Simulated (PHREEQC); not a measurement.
Consider water at 72 °C with 0.0019 mol/kgw Ca(OH)2 and 0.0014 mol/kgw Na2SeO3. Closed to the air; pH follows from the charge balance.

Computed with PHREEQC (ion-association model, wateq4f.dat).

Each row changes one thing in this solution. This is a speciation only: nothing precipitates in the calculation.

```csv
case,pH,ionic strength (mol/kgw),HSeO3- (mol/kgw)
as made,10.30,0.00988,1.56e-5
diluted 5-fold with water,9.64,0.00196,1.64e-5
0.0015 mol/kgw NH3 added,10.30,0.00988,1.55e-5
temperature from 72 to 80 °C,10.14,0.00987,2.22e-5
Ca(OH)2 left out,9.10,0.00397,0.000232
Na2SeO3 from 0.0014 to 0.0028 mol/kgw,10.29,0.0141,2.99e-5
0.00032 mol/kgw H2SO4 added,10.22,0.00996,1.86e-5
```

Complexes and solids missing from the database can't appear. Constants without temperature data keep their 25 °C values here.
